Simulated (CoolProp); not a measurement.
The fluid at 464.72 K and 1.67 MPa is throttled through a valve to 0.3 MPa with no heat exchange. The same conditions are run with several fluids, on thermodynamics alone (safety and materials aside).

Model: reference Helmholtz-energy equation of state of each fluid (ammonia: Gao 2020; propylene: Lemmon 2013; isobutane: Bücker 2006; sulfur dioxide: Gao 2016; nitrous oxide: Lemmon 2006), in CoolProp.

```json
[
 {"fluid": "ammonia", "temperature change (K)": "-9.7", "final density (kg/m³)": "1.36"},
 {"fluid": "propylene", "temperature change (K)": "[?]", "final density (kg/m³)": "3.35"},
 {"fluid": "isobutane", "temperature change (K)": "-8.5", "final density (kg/m³)": "4.69"},
 {"fluid": "sulfur dioxide", "temperature change (K)": "[?]", "final density (kg/m³)": "5.19"},
 {"fluid": "nitrous oxide", "temperature change (K)": "[?]", "final density (kg/m³)": "3.47"}
]
```

**Question.** Some entries are withheld; supply them.

**Answer.** 
- propylene, temperature change (K): -7.1
- sulfur dioxide, temperature change (K): -14.5
- nitrous oxide, temperature change (K): -5.5
